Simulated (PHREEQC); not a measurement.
## Hard or scaling water: an equilibrium model

Consider water at 25 °C with 3.2 mmol/kgw CaSO4, 2.1 mmol/kgw Na2SO4 and 19 mmol/kgw MgSO4. Closed to the air; pH follows from the charge balance.

Equilibrium calculation in PHREEQC: ion-association model, wateq4f.dat.

Precipitation was switched off in this run.

Problem. Predict the ionic strength.

Solution. ionic strength 0.0583 mol/kgw.

Problem. In which forms is Na present?

Solution. Na+ 97 %, NaSO4- 3.2 % of the Na.

Species that the database lacks are ignored.
